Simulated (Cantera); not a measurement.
A Cantera script and what it prints.

```python
import numpy as np
import cantera as ct

gas_names = """
    H H2 H2S N NH NH2 NH3 N2 N2H2 N2H4 Ni NiS S SH SN S2 S8
""".split()
cond_names = """
    Ni(cr) Ni(L) NiS(b) NiS(a) NiS(L) NiS2(s) NiS2(L) Ni3S2(I) Ni3S2(II) Ni3S2(L) Ni3S4(s) S(cr1) S(cr2)
    S(L)
""".split()


# ... load() reads the species with a 1 bar reference pressure and builds the phases ...
atoms = {
    'Ni': {'Ni': 1},
    'H2S': {'H': 2, 'S': 1},
    'N2': {'N': 2},
}
top_T = {'Ni3S4(s)': 620}  # K; cautious upper limits of use, not melting points


# ... equilibrate(T, P, feed) seeds the gas with the atoms and calls Mixture.equilibrate('TP', solver="vcs", rtol=1e-11, max_steps=5000) ...
results = []
feed = {'Ni': 1, 'H2S': 1.1, 'N2': 6.2}  # mol
T = 1125  # K
P = 2200  # Pa
mix = equilibrate(T, P, feed)
results.append((T, P, feed, dict(zip(mix.species_names, mix.species_moles))))
print(gas.report(threshold=0.0001))
for i in range(1, mix.n_phases):
    print(f"{mix.phase(i).name:16s} {mix.phase_moles(i):12.5e} mol")
```

Result:

```
       temperature   1125 K
          pressure   2200 Pa
           density   0.0060793 kg/m^3
  mean mol. weight   25.847 kg/kmol
   phase of matter   gas

                          1 kg             1 kmol
                     ---------------   ---------------
          enthalpy        9.9336e+05        2.5676e+07  J
   internal energy        6.3147e+05        1.6322e+07  J
           entropy             10194        2.6348e+05  J/K
    Gibbs function       -1.0475e+07       -2.7074e+08  J
 heat capacity c_p            1305.2             33735  J/K
 heat capacity c_v            983.49             25421  J/K

                      mass frac. Y      mole frac. X     chem. pot. / RT
                     ---------------   ---------------   ---------------
                H2         0.0079924           0.10247           -23.901
               H2S          0.062363          0.047303           -36.485
                N2           0.91512           0.84434           -29.161
                S2          0.014457         0.0058277           -25.168
     [  +13 minor]        6.9601e-05        5.4587e-05

Ni(cr)            0.00000e+00 mol
NiS(a)            0.00000e+00 mol
NiS2(s)           0.00000e+00 mol
Ni3S2(L)          3.33333e-01 mol
S(L)              0.00000e+00 mol
```

These are equilibrium values from Cantera (NASA tables, ideal gas, pure condensed phases), not measurements of a reactor. Gases not in the tables: S3 to S7.
